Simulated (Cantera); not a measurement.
## Stirred combustor or abatement burner

A perfectly stirred reactor is fed with CH₄ : O₂ : N₂ = 1 : 1.54 : 5.78 (molar parts), equivalence ratio 1.3, at 1.00 bar; it is adiabatic with a 525 K inlet, and is followed from long to short residence time, starting on the burning branch (τ in s: 0.025, 0.013, 0.0072, 0.0039, 0.0021, 0.0011, 0.0006, 0.00032, 0.00017, 9.3e-05, 5e-05).

Detailed kinetics in Cantera: GRI-Mech 3.0 (53 species, 325 reactions).

```csv
τ (s),T (K),x CH₄,x O₂,x OH,x CH₂CO,x HCN
0.025,2187,2.93e-5,0.000314,0.00189,4.58e-8,9.39e-6
0.013,2178,3.99e-5,0.000476,0.00227,6.48e-8,1.29e-5
0.0072,2167,5.42e-5,0.000691,0.00266,8.96e-8,1.68e-5
0.0039,2154,7.75e-5,0.00101,0.00309,1.30e-7,2.16e-5
0.0021,2138,0.000116,0.00147,0.00351,2.01e-7,2.75e-5
0.0011,2119,0.000187,0.00218,0.00389,3.52e-7,3.56e-5
0.00060,2099,0.000309,0.00321,0.00413,6.74e-7,4.56e-5
0.00032,2073,0.000558,0.00499,0.00418,1.55e-6,5.84e-5
0.00017,2033,0.00114,0.00853,0.00385,4.53e-6,6.99e-5
9.3e-5,525,0.120,0.185,<1e-12,<1e-12,<1e-12
5.0e-5,525,0.120,0.185,<1e-12,<1e-12,<1e-12
```
x: mole fraction; the columns are a selection and need not sum to one.
